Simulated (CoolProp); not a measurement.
Vapour-liquid equilibrium of R125 (1) + fluoroethane (R161) (2) at 7.28 bar; x and y are mole fractions of (1).

Computed with CoolProp (multi-fluid Helmholtz-energy mixture model, Lemmon 2005 and Wu 2012; pair parameters Bell 2016).

```csv
x,"bubble temperature, mixture model (°C)","bubble temperature, Raoult's law (°C)","y, mixture model","y, Raoult's law"
0.05,15.9,15.7,0.065,0.073
0.125,14.8,14.4,0.165,0.177
0.2,13.5,13.2,0.263,0.274
0.275,12.2,12.1,0.358,0.364
0.35,10.9,10.9,0.446,0.449
0.425,9.6,9.9,0.527,0.528
0.5,8.3,8.8,0.601,0.603
0.575,7.2,7.8,0.669,0.673
0.65,6.1,6.8,0.732,0.739
0.725,5.2,5.9,0.790,0.801
0.8,4.3,5.0,0.846,0.859
0.875,3.6,4.1,0.902,0.914
0.95,3.0,3.2,0.959,0.967
```

The largest gap from Raoult's law is -0.7 K in bubble temperature, at x = 0.65. No azeotrope shows between x = 0.05 and 0.95.

Pair parameters are fitted to limited data, so mixtures are less certain than the pure fluids. The gap from Raoult's law changes sign with composition, which may be real or a fault of the pair parameters; it wasn't checked against measurements.
